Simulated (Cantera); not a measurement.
## Diamond growth

A diamond (100) surface in a fixed gas of H2 with x(CH4) = 0.0058, x(CH3) = 0.00015, at 1175 K, 9.75 Torr; coverages are run to steady state.

Computed with Cantera and the Harris–Goodwin 1993 mechanism for the reconstructed diamond (100) surface.

```
x(H)     growth (µm/h)  θ c6HH  θ c6H*  θ c6*H   θ c6**    θ c6HM
-------  -------------  ------  ------  ------  -------  --------
0.0001          0.0213   0.610  0.0264   0.355  0.00498  0.000673
0.00022         0.0490   0.539  0.0309   0.416  0.00988  0.000865
0.00049         0.0908   0.496  0.0335   0.451   0.0158   0.00103
0.0011           0.148   0.474  0.0348   0.468   0.0209   0.00114
0.0024           0.232   0.463  0.0353   0.475   0.0242   0.00117
0.0054           0.381   0.458  0.0356   0.479   0.0261   0.00111
0.012            0.627   0.455  0.0357   0.480   0.0270  0.000959
0.027            0.976   0.454  0.0358   0.481   0.0275  0.000721
0.06              1.34   0.454  0.0360   0.481   0.0277  0.000463
```
θ: site fractions in the mechanism's names (c6HH fully hydrogenated, c6H* and c6*H radical sites, c6** diradical, c6HM methylated).
